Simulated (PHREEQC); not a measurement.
Dissolve 0.052 mol HF, 0.0039 mol NH4F, 0.00024 mol H4SiO4 and 0.11 mol HCl per kg of water at 25 °C. Closed to the air; pH follows from the charge balance.

Equilibrium calculation in PHREEQC: ion-association model, wateq4f.dat.

```
quantity                    before    after
------------------------  --------  -------
pH                            1.06     1.06
ionic strength (mol/kgw)     0.111    0.110
HF (mol/kgw)                0.0437  0.00362
H2F2 (mol/kgw)             0.00510  3.51e-5
F- (mol/kgw)              0.000451  3.77e-5
HF2- (mol/kgw)             7.75e-5  5.37e-7
SI of Quartz (SiO2)          -5.23    +0.32
```

What was changed between the two runs?
(A) NH4F from 0.0039 to 0.0078 mol/kgw
(B) H4SiO4 from 0.00024 to 0.0012 mol/kgw
(C) HF left out
(D) diluted 2-fold with water
(E) HCl from 0.11 to 0.121 mol/kgw

C, HF left out

Precipitation was switched off in this run. Some of these states are supersaturated (in Quartz (slow to form), for instance). wateq4f.dat counts part of the HF as a dimer, H2F2, which phreeqc.dat doesn't know; its constant is uncertain. SiF6-2 is the database's only silicon fluoride.
